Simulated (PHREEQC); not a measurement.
**Alkaline etch or developer (model solution)**

Make-up at 20 °C: 0.0071 mol KOH, 0.0015 mol Na2CO3 and 0.00015 mol KCl per kg of water. Closed to the air; pH follows from the charge balance.

Equilibrium calculation in PHREEQC: ion-association model, phreeqc.dat.

Precipitation was switched off in this run.

**Question.** What pH, specific conductance, ionic strength does the model give?

**Answer.** pH 11.97; specific conductance 1890 µS/cm; ionic strength 0.0116 mol/kgw.

**Question.** In which forms is C present?

**Answer.** CO3-2 96 %, NaCO3- 2.7 %, HCO3- 1.8 % of the C.
